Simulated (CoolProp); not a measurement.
Vapour-liquid equilibrium of carbon monoxide (1) + methane (2) at 0.349 MPa; x and y are mole fractions of (1).

Values from CoolProp's multi-fluid Helmholtz-energy mixture model, Lemmon 2006 and Setzmann 1991; pair parameters Kunz 2012.

**Question.** Give the bubble temperature and the first vapour's composition at x = 0.05, 0.2, 0.95. Is there an azeotrope?

**Answer.** x = 0.05: 123.6 K, y = 0.311; x = 0.2: 111.6 K, y = 0.748; x = 0.95: 94.9 K, y = 0.994. No azeotrope shows between x = 0.05 and 0.95.

Pair parameters are fitted to limited data, so mixtures are less certain than the pure fluids.
